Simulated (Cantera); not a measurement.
A freely propagating, adiabatic, planar premixed flame of CH4 : O2 : N2 = 1 : 1.67 : 8.17 (molar parts), equivalence ratio 1.2, unburnt at 325 K and 5.63 atm; multicomponent transport, grid criteria slope 0.08 and curve 0.16, no radiation.

Cantera simulation using GRI-Mech 3.0 (53 species, 325 reactions); the numbers are that mechanism's predictions, not measurements. Burning velocities carry a grid error of a few per cent, more on coarse grids.

Predict: laminar burning velocity; thermal thickness; peak x(CH2); peak x(H); peak x(CH3).


```
Item                         Result
------------------------  ---------
laminar burning velocity  5.51 cm/s
thermal thickness          0.452 mm
peak x(CH2)                 4.61e-6
peak x(H)                  0.000349
peak x(CH3)                0.000556
```
